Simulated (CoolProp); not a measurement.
Properties of n-dodecane along the isotherm 620 K (Tc = 658.1 K, pc = 1.818 MPa, ω = 0.574).

Computed with CoolProp (reference Helmholtz-energy equation of state, Lemmon 2004). It is a short technical equation, of lower accuracy than the large ones.

```tsv
p (MPa)	phase	cp (kJ/(kg K))	Joule-Thomson coefficient (K/MPa)	fugacity coefficient
0.0575	gas	2.915	11.00	0.9840
0.0895	gas	2.920	11.14	0.9751
0.139	gas	2.927	11.35	0.9615
0.217	gas	2.940	11.72	0.9402
0.338	gas	2.963	12.38	0.9076
0.526	gas	3.010	13.69	0.8577
0.819	gas	3.139	17.05	0.7815
1.28	liquid	3.711	1.381	0.6116
1.99	liquid	3.596	0.9430	0.4150
3.09	liquid	3.506	0.6090	0.2896
4.81	liquid	3.435	0.3509	0.2100
7.5	liquid	3.377	0.1529	0.1616
11.7	liquid	3.331	0.002888	0.1361
18.2	liquid	3.294	-0.1082	0.1312
```
